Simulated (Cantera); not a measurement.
An isothermal, constant-pressure homogeneous reactor starts with CH4 : O2 : N2 = 0.021 : 0.006 : 1 (molar parts), at 1450 K and 3750 Torr.

Computed with Cantera and GRI-Mech 3.0 (53 species, 325 reactions). GRI-Mech 3.0 stops at C3 and has no aromatics, soot or wall deposition, so with more carbon than oxygen in the feed, carbon stays in small species such as C2H2 where larger ones or solid carbon would form.

Task: Predict: x(CH4) at 10.0 s; x(C2H6) at 10.0 s; x(CH3) at 10.0 s.

Result: x(CH4) at 10.0 s: 0.00268 (gas-phase equilibrium 0.000747)
x(C2H6) at 10.0 s: 7.26e-7 (gas-phase equilibrium 4.48e-8)
x(CH3) at 10.0 s: 1.50e-6 (gas-phase equilibrium 3.45e-7)
